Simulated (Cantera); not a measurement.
Feed: 1 mol HgO, 41 mol H₂, equilibrated at 1573.15 K and 0.00110 bar.

Equilibrium computed with Cantera from the NASA thermochemical tables; the gas is ideal and each condensed phase is pure. Candidate condensed phases: H₂O, Hg, HgO; 10 gas species. The numbers say what is thermodynamically allowed, not how fast it happens.

Base state: H₂ 0.951, Hg 0.0238, H₂O 0.0238, H 0.00120 (mole fractions); condensed: gas only.

### Question
What changes in the equilibrium state with this change: temperature from 1573.15 K to 523 K?

### Answer
```json
[
 {"species": "H₂", "before": "0.951", "after": "0.952"},
 {"species": "H₂O", "before": "0.0238", "after": "0.0238"},
 {"species": "Hg", "before": "0.0238", "after": "0.0238"},
 {"species": "H", "before": "0.00120", "after": "<1e-9"}
]
```
